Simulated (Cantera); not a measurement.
## Premixed flame

A freely propagating, adiabatic, planar premixed flame of 12.8 % CH₄, 18.3 % O₂, 68.8 % N₂, equivalence ratio 1.4, unburnt at 323 K and 5.00 bar; mixture-averaged transport, grid criteria slope 0.08 and curve 0.16, no radiation.

Detailed kinetics in Cantera: GRI-Mech 3.0 (53 species, 325 reactions). Burning velocities carry a grid error of a few per cent, more on coarse grids.

| z (mm) | T (K) | u (m/s) | x CH₄ | x O₂ | x H₂O | x CH₂ | x C₂H₂ | x NO |
|---|---|---|---|---|---|---|---|---|
| -1.05 | 323 | 0.0878 | 0.128 | 0.183 | 4.12e-5 | <1e-8 | 2.52e-8 | <1e-8 |
| -0.699 | 329 | 0.0899 | 0.127 | 0.182 | 0.000837 | <1e-8 | 9.95e-7 | <1e-8 |
| -0.524 | 359 | 0.0986 | 0.124 | 0.179 | 0.00466 | <1e-8 | 8.33e-6 | <1e-8 |
| -0.349 | 513 | 0.143 | 0.113 | 0.167 | 0.0238 | <1e-8 | 7.12e-5 | 1.13e-8 |
| -0.175 | 1034 | 0.294 | 0.0750 | 0.116 | 0.0854 | <1e-8 | 0.000475 | 4.14e-7 |
| -0.0873 | 1437 | 0.413 | 0.0435 | 0.0707 | 0.132 | 1.43e-7 | 0.00101 | 1.30e-6 |
| 0 | 1794 | 0.519 | 0.0158 | 0.0262 | 0.172 | 5.38e-6 | 0.00226 | 2.34e-6 |
| 0.0873 | 1949 | 0.565 | 0.00593 | 0.00693 | 0.186 | 8.27e-6 | 0.00284 | 3.65e-6 |
| 0.175 | 1993 | 0.578 | 0.00364 | 0.00208 | 0.188 | 4.02e-6 | 0.00266 | 4.57e-6 |
| 0.349 | 2010 | 0.583 | 0.00243 | 0.000324 | 0.186 | 1.18e-6 | 0.00231 | 5.45e-6 |
| 0.699 | 2011 | 0.584 | 0.00162 | 1.79e-5 | 0.183 | 4.84e-7 | 0.00181 | 6.53e-6 |
| 1.40 | 2007 | 0.583 | 0.000959 | 2.79e-7 | 0.181 | 2.52e-7 | 0.00108 | 8.58e-6 |
| 2.79 | 2003 | 0.583 | 0.000433 | 1.35e-7 | 0.179 | 9.94e-8 | 0.000386 | 1.23e-5 |
x: mole fraction of selected species; z is measured from the peak of heat release.

| Quantity | Result |
|---|---|
| laminar burning velocity | 8.76 cm/s |
| thermal thickness | 0.349 mm |
| peak x(CH₂) | 9.13e-6 |
| peak x(C₂H₂) | 0.00284 |
| grid points | 122 |
